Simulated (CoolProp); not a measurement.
The numbers come from the reference Helmholtz-energy equation of state, Aleksandrov 2011 in CoolProp. It is a short technical equation, of lower accuracy than the large ones.

Question: Give the vapour pressure (MPa), liquid density (kg/m³), vapour density (kg/m³), enthalpy of vaporisation (kJ/kg) of saturated n-undecane at 427.6 K.

Answer: 
```csv
T (K),p (MPa),liquid density (kg/m³),vapour density (kg/m³),enthalpy of vaporisation (kJ/kg)
427.6,0.0325,635,1.48,290
```
